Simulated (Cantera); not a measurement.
A freely propagating, adiabatic, planar premixed flame of H₂ : O₂ : N₂ = 1 : 0.602 : 2.27 (molar parts), unburnt at 523 K and 3.95 atm; mixture-averaged transport, grid criteria slope 0.08 and curve 0.16, no radiation.

Model: the H2/O2 subset of GRI-Mech 3.0, which has no nitrogen chemistry, integrated in Cantera. The hydrogen kinetics of GRI-Mech 3.0 are dated; newer H2 mechanisms differ, most at raised pressure. Burning velocities carry a grid error of a few per cent, more on coarse grids.

### Question
How do the results move with these cheaper or finer settings: unity-Lewis-number transport; multicomponent transport; multicomponent+Soret transport; grid criteria slope 0.5, curve 1; grid criteria slope 0.25, curve 0.5; grid criteria slope 0.03, curve 0.06?

### Answer
```csv
setting,laminar burning velocity,thermal thickness,peak x(OH),peak x(O),grid points
as above,415 cm/s,0.0730 mm,0.0156,0.00861,111
unity-Lewis-number transport,360 cm/s,0.0597 mm,0.0167,0.0102,100
multicomponent transport,411 cm/s,0.0721 mm,0.0156,0.00859,112
multicomponent+Soret transport,374 cm/s,0.0717 mm,0.0152,0.00832,112
"grid criteria slope 0.5, curve 1",490 cm/s,0.0886 mm,0.0155,0.00875,42
"grid criteria slope 0.25, curve 0.5",443 cm/s,0.0786 mm,0.0155,0.00879,51
"grid criteria slope 0.03, curve 0.06",411 cm/s,0.0718 mm,0.0156,0.00856,240
```
Unity Lewis numbers drop preferential diffusion, which matters most where H2 and H carry the flame; Soret adds thermal diffusion.
